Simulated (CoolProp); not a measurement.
Nitrous oxide along the isotherm 248.1 K: density (kg/m³) from the reference equation and from simpler models built on Tc = 309.5 K, pc = 7.245 MPa, ω = 0.161; each cubic takes its own stable root.

Values from CoolProp's reference Helmholtz-energy equation of state, Lemmon 2006. It is a short technical equation, of lower accuracy than the large ones.

```tsv
p (MPa)	phase	reference
0.836	gas	19.53
1.67	liquid	1019
2.51	liquid	1022
3.34	liquid	1025
4.18	liquid	1029
5.02	liquid	1032
5.85	liquid	1035
6.69	liquid	1037
7.52	liquid	1040
8.36	liquid	1043
9.2	liquid	1046
10	liquid	1048
10.9	liquid	1051
```

Task: How far does each simpler model (van der Waals, Redlich-Kwong, Soave-Redlich-Kwong, Peng-Robinson) lie from the reference over these 13 states: mean and median of the absolute difference, and the worst?

Result: 
- van der Waals: mean 42.3 %, median 35.9 %, worst -96.0 % at 248.1 K and 1.67 MPa
- Redlich-Kwong: mean 16.2 %, median 10.3 %, worst -95.8 % at 248.1 K and 1.67 MPa
- Soave-Redlich-Kwong: mean 7.6 %, median 8.0 %, worst -9.0 % at 248.1 K and 1.67 MPa
- Peng-Robinson: mean 3.6 %, median 3.9 %, worst +4.5 % at 248.1 K and 10.9 MPa

At some of these states van der Waals, Redlich-Kwong gives the other phase, because its saturation line lies elsewhere.
